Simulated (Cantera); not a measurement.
**Transport properties of process gases**

Gas mixture: NO : CO2 : N2 = 0.11 : 0.31 : 0.86 (molar parts), at 2.80 bar, frozen composition.

Cantera's kinetic-theory transport with the Lennard-Jones parameters of GRI-Mech 3.0, ideal gas; thermal conductivity in the multicomponent form. The composition is frozen, though it would react at the higher temperatures.

| T (K) | ρ (kg/m³) | cp (J/kg/K) | μ (µPa s) | λ (mW/m/K) | Pr | D (cm²/s) OH | D (cm²/s) H2 | D (cm²/s) NH3 |
|---|---|---|---|---|---|---|---|---|
| 400 | 2.70 | 1007 | 21.7 | 30.9 | 0.707 | 0.178 | 0.442 | 0.127 |
| 550 | 1.96 | 1056 | 27.5 | 40.8 | 0.711 | 0.308 | 0.756 | 0.230 |
| 700 | 1.54 | 1104 | 32.6 | 50.4 | 0.714 | 0.463 | 1.13 | 0.356 |
| 850 | 1.27 | 1149 | 37.3 | 59.9 | 0.715 | 0.641 | 1.56 | 0.503 |
| 1000 | 1.08 | 1188 | 41.6 | 69.1 | 0.716 | 0.841 | 2.05 | 0.669 |
| 1150 | 0.939 | 1217 | 45.7 | 77.6 | 0.716 | 1.06 | 2.58 | 0.851 |
| 1300 | 0.830 | 1240 | 49.6 | 85.8 | 0.716 | 1.30 | 3.17 | 1.05 |
| 1450 | 0.745 | 1260 | 53.3 | 93.7 | 0.716 | 1.56 | 3.79 | 1.27 |
| 1600 | 0.675 | 1277 | 56.8 | 101 | 0.716 | 1.84 | 4.46 | 1.50 |
D: mixture-averaged diffusion coefficient of that species in the mixture.
